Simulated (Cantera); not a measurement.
Cantera run, input and output.

```python
import numpy as np
import cantera as ct

gas = ct.Solution("h2o2.yaml")
gas.TPX = 400, 101325, {'H2': 1, 'O2': 0.877, 'N2': 3.3}
flame = ct.FreeFlame(gas, width=0.04)
flame.set_refine_criteria(ratio=3, slope=0.08, curve=0.16)
flame.transport_model = "mixture-averaged"
flame.solve(loglevel=0, auto=True)
flame.transport_model = "multicomponent"
flame.soret_enabled = False
flame.solve(loglevel=0, refine_grid=True)
z, T = flame.grid, flame.T
thick = (T[-1] - T[0]) / np.gradient(T, z).max()
show = ['H2', 'O2', 'O', 'H', 'H2O', 'H2O2']
print(f"laminar burning velocity  {flame.velocity[0] * 100:.3f} cm/s")
print(f"burnt temperature         {T[-1]:.1f} K")
print(f"thermal thickness         {thick * 1e3:.4f} mm")
print(f"grid points               {len(z)}")
z0 = z[flame.heat_release_rate.argmax()]
print(f"{'z/mm':>9s}{'T/K':>9s}{'u/(m/s)':>9s}" + "".join(f"{s:>11s}" for s in show))
rows = []
for k in (-3, -2, -1.5, -1, -0.5, -0.25, 0, 0.25, 0.5, 1, 2, 4, 8):
    zz = z0 + k * thick
    rows.append([k * thick, np.interp(zz, z, T), np.interp(zz, z, flame.velocity),
                 *(np.interp(zz, z, flame.X[gas.species_index(s)]) for s in show)])
    print(f"{rows[-1][0] * 1e3:9.3f}{rows[-1][1]:9.1f}{rows[-1][2]:9.3f}" + "".join(f"{x:11.3e}" for x in rows[-1][3:]))
```

It prints:

```
laminar burning velocity  130.717 cm/s
burnt temperature         1832.4 K
thermal thickness         0.3732 mm
grid points               110
     z/mm      T/K  u/(m/s)         H2         O2          O          H        H2O       H2O2
   -1.119    400.0    1.307  1.930e-01  1.694e-01  3.623e-11  2.835e-14  9.739e-08  2.892e-10
   -0.746    400.1    1.306  1.921e-01  1.696e-01  8.787e-10  7.043e-13  2.779e-06  1.047e-08
   -0.560    400.6    1.304  1.897e-01  1.701e-01  7.561e-09  8.819e-12  2.955e-05  1.375e-07
   -0.373    405.0    1.307  1.817e-01  1.717e-01  6.631e-08  4.904e-10  3.044e-04  1.709e-06
   -0.187    507.2    1.579  1.448e-01  1.745e-01  7.719e-06  2.512e-05  1.051e-02  5.138e-05
   -0.093    798.3    2.424  1.029e-01  1.629e-01  2.475e-04  1.302e-03  4.711e-02  5.101e-05
    0.000   1137.1    3.408  5.705e-02  1.348e-01  2.216e-03  5.860e-03  1.055e-01  1.379e-05
    0.093   1373.7    4.104  2.495e-02  1.058e-01  5.237e-03  8.902e-03  1.545e-01  5.346e-06
    0.187   1510.2    4.504  1.188e-02  9.163e-02  6.336e-03  8.076e-03  1.775e-01  2.982e-06
    0.373   1643.9    4.886  5.861e-03  8.495e-02  5.132e-03  4.573e-03  1.911e-01  1.436e-06
    0.746   1742.3    5.157  3.092e-03  8.340e-02  2.767e-03  1.632e-03  1.989e-01  7.112e-07
    1.493   1796.8    5.303  1.254e-03  8.330e-02  1.106e-03  3.943e-04  2.037e-01  3.680e-07
    2.985   1820.6    5.366  3.981e-04  8.363e-02  3.522e-04  6.887e-05  2.061e-01  1.809e-07
```

Computed with Cantera and the H2/O2 subset of GRI-Mech 3.0, which has no nitrogen chemistry. Burning velocities carry a grid error of a few per cent, more on coarse grids. Lean hydrogen flames are cellular in practice and burn faster than this planar one.
